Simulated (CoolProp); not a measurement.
n-perfluorohexane at 336.49 K and 18.4 MPa is throttled through a valve to 5.82 MPa with no heat exchange. Each further row changes one setting.

Computed with CoolProp (reference Helmholtz-energy equation of state, Gao 2022).

```
case                      temperature change (K)  final density (kg/m³)
------------------------  ----------------------  ---------------------
as stated                                    [?]                    [?]
outlet pressure 1.75 MPa                     [?]                    [?]
outlet pressure 7.57 MPa                     [?]                    [?]
```

Task: Fill in the missing entries.

Result: 
- as stated, temperature change (K): +3.3
- as stated, final density (kg/m³): 1590
- outlet pressure 1.75 MPa, temperature change (K): +4.1
- outlet pressure 1.75 MPa, final density (kg/m³): 1560
- outlet pressure 7.57 MPa, temperature change (K): +2.9
- outlet pressure 7.57 MPa, final density (kg/m³): 1600
